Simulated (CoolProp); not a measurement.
A single-stage vapour-compression cycle with cis-2-butene: evaporating at 284.15 K (dew point), condensing at 323.15 K (bubble point), superheat 8 K, subcooling 0 K, compressor efficiency 0.65, no pressure losses. Each further row changes one setting.

Computed with CoolProp (reference Helmholtz-energy equation of state, Lemmon 2005). It is a short technical equation, of lower accuracy than the large ones.

```
case                              cooling COP  pressure ratio  discharge temperature (K)  refrigerating effect (kJ/kg)  volumetric capacity (kJ/m³)
--------------------------------  -----------  --------------  -------------------------  ----------------------------  ---------------------------
as stated                                4.09            3.36                      349.8                           330                         1060
evaporating temperature 289.15 K         4.87            2.82                      346.8                           336                         1270
condensing temperature 318.15 K          4.80            2.93                      343.3                           342                         1100
subcooling 5 K                           4.24            3.36                      349.8                           342                         1100
superheat 18 K                           4.12            3.36                      360.1                           345                         1060
compressor efficiency 0.55               3.46            3.36                      358.1                           330                         1060
```
